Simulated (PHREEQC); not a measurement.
MgCl2 is added in steps, without added water, to 1 kg of water holding 0.021 mol HCl, 0.0011 mol MnSO4 and 9.7e-05 mol MgSO4, at 20 °C. The system is closed to oxygen. The system is closed to CO2. Only these solids could form: Brucite, Pyrochroite, Epsomite.

Base run: PHREEQC, ion-association model, wateq4f.dat. Each further column changes one thing. The table gives MgSO4 (mol/kgw).

| MgCl2 added (mol) | base | Debye-Hückel limiting law | database phreeqc.dat |
|---|---|---|---|
| 0 | 3.53e-6 | 2.83e-6 | 3.53e-6 |
| 0.0042 | 0.000123 | 9.07e-5 | 0.000123 |
| 0.0084 | 0.000201 | 0.000138 | 0.000201 |
| 0.0147 | 0.000282 | 0.000174 | 0.000282 |
| 0.0189 | 0.000322 | 0.000185 | 0.000322 |
| 0.0231 | 0.000354 | 0.000191 | 0.000355 |
| 0.0273 | 0.000381 | 0.000192 | 0.000382 |
| 0.0336 | 0.000416 | 0.000190 | 0.000417 |
| 0.0378 | 0.000435 | 0.000186 | 0.000436 |
| 0.042 | 0.000452 | 0.000181 | 0.000454 |

 phreeqc.dat and wateq4f.dat share most of their constants, so their agreement is no independent check. Solids allowed in the column 'database phreeqc.dat': Pyrochroite.
